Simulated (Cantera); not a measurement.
A closed system holds: 1 mol CO, 9.7 mol H2, 15 mol N2, held at 2352 °C and 0.0660 bar.

Equilibrium computed with Cantera from the NASA thermochemical tables; the gas is ideal and each condensed phase is pure. Equilibrium is a limit: real reactors are often held back by kinetics, nucleation or transport.

```tsv
species	before	after
N2	0.557	0.584
H2	0.314	0.377
CO	0.0371	0.0388
H	0.0926	2.82e-7
CH4	<1e-9	7.70e-5
H2O	2.40e-5	8.14e-5
HCN	2.31e-5	1.09e-5
```
Gas species are given as mole fractions.

Question: What was changed between the two runs?
(A) H2 from 9.7 to 0.4 mol
(B) temperature from 2352 °C to 2277 °C
(C) temperature from 2352 °C to 900 °C
(D) pressure from 0.0660 bar to 0.0133 bar

Answer: C, temperature from 2352 °C to 900 °C
